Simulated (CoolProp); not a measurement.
A closed Brayton cycle with dry air: compressor inlet 311.15 K and 5.7 MPa, high pressure 11.4 MPa, turbine inlet 930 K, compressor efficiency 0.85, turbine efficiency 0.85, recuperator effectiveness 0.95 (on enthalpy, no pinch check). Each further row changes one setting.

Values from CoolProp's reference Helmholtz-energy equation of state, Lemmon 2000. It is a pseudo-pure fit of the blend.

| case | thermal efficiency (%) | net work (kJ/kg) | compressor to turbine work | compressor exit (K) | turbine exit (K) |
|---|---|---|---|---|---|
| as stated | 38.0 | 66.5 | 0.55 | 392.2 | 800.6 |
| turbine inlet 880 K | 35.5 | 58.5 | 0.58 | 392.2 | [?] |
| compressor inlet 321.15 K | 36.6 | 63.6 | 0.57 | [?] | 800.6 |
| high pressure 9.69 MPa | [?] | 54.7 | [?] | 371.8 | 829.2 |
| recuperator effectiveness 0.5 | 17.9 | 66.5 | 0.55 | 392.2 | 800.6 |

Complete the blanks.


- turbine inlet 880 K, turbine exit (K): 756.4
- compressor inlet 321.15 K, compressor exit (K): 404.7
- high pressure 9.69 MPa, thermal efficiency (%): 37.9
- high pressure 9.69 MPa, compressor to turbine work: 0.53
